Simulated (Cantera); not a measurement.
A closed system holds: 1 mol PbO, 7.7 mol CO, 0.13 mol N2, at 802 °C and 10.0 Torr.

Equilibrium computed with Cantera from the NASA thermochemical tables; the gas is ideal and each condensed phase is pure. Candidate condensed phases: C, Pb, PbO, PbO2, Pb3O4; 27 gas species. The numbers say what is thermodynamically allowed, not how fast it happens.

Base state: CO 0.851, CO2 0.127, N2 0.0165, Pb 0.00570 (mole fractions); condensed: Pb(l).

Q: What changes in the equilibrium state with this change: temperature from 802 °C to 850 °C?

A: 
```tsv
species	before	after
CO	0.851	0.844
CO2	0.127	0.126
N2	0.0165	0.0164
Pb	0.00570	0.0137
Pb(l), mol	0.955	0.891
```
